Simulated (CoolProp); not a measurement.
Vapour pressure (MPa) of toluene: the reference equation beside estimates from Tc = 318.6 °C, pc = 4.126 MPa, ω = 0.266. Clausius-Clapeyron is anchored at 194.85 °C with a constant enthalpy of vaporisation of 27.24 kJ/mol.

Computed with CoolProp (reference Helmholtz-energy equation of state, Lemmon 2006). It is a short technical equation, of lower accuracy than the large ones.

```json
[
 {"T (°C)": "186.75", "reference": "0.5886", "Clausius-Clapeyron": "0.6045", "Redlich-Kwong": "0.8231", "Soave-Redlich-Kwong": "0.5957", "Peng-Robinson": "0.5888"},
 {"T (°C)": "194.85", "reference": "0.6839", "Clausius-Clapeyron": "0.6839", "Redlich-Kwong": "0.9348", "Soave-Redlich-Kwong": "0.6934", "Peng-Robinson": "0.6848"},
 {"T (°C)": "202.95", "reference": "0.7902", "Clausius-Clapeyron": "0.7704", "Redlich-Kwong": "1.057", "Soave-Redlich-Kwong": "0.8026", "Peng-Robinson": "0.7922"},
 {"T (°C)": "210.95", "reference": "0.9069", "Clausius-Clapeyron": "0.8631", "Redlich-Kwong": "1.187", "Soave-Redlich-Kwong": "0.9225", "Peng-Robinson": "0.9103"},
 {"T (°C)": "219.05", "reference": "1.038", "Clausius-Clapeyron": "0.9648", "Redlich-Kwong": "1.330", "Soave-Redlich-Kwong": "1.057", "Peng-Robinson": "1.043"},
 {"T (°C)": "227.15", "reference": "1.182", "Clausius-Clapeyron": "1.075", "Redlich-Kwong": "1.485", "Soave-Redlich-Kwong": "1.205", "Peng-Robinson": "1.189"},
 {"T (°C)": "235.25", "reference": "1.341", "Clausius-Clapeyron": "1.193", "Redlich-Kwong": "1.651", "Soave-Redlich-Kwong": "1.369", "Peng-Robinson": "1.351"},
 {"T (°C)": "243.35", "reference": "1.516", "Clausius-Clapeyron": "1.320", "Redlich-Kwong": "1.829", "Soave-Redlich-Kwong": "1.548", "Peng-Robinson": "1.528"},
 {"T (°C)": "251.35", "reference": "1.705", "Clausius-Clapeyron": "1.454", "Redlich-Kwong": "2.017", "Soave-Redlich-Kwong": "1.741", "Peng-Robinson": "1.720"},
 {"T (°C)": "259.45", "reference": "1.913", "Clausius-Clapeyron": "1.599", "Redlich-Kwong": "2.220", "Soave-Redlich-Kwong": "1.954", "Peng-Robinson": "1.932"}
]
```

Absolute difference from the reference over all 10 rows, mean and median: Clausius-Clapeyron 8.1 and 8.1 %, Redlich-Kwong 27.3 and 26.9 %, Soave-Redlich-Kwong 1.8 and 1.9 %, Peng-Robinson 0.5 and 0.5 %.
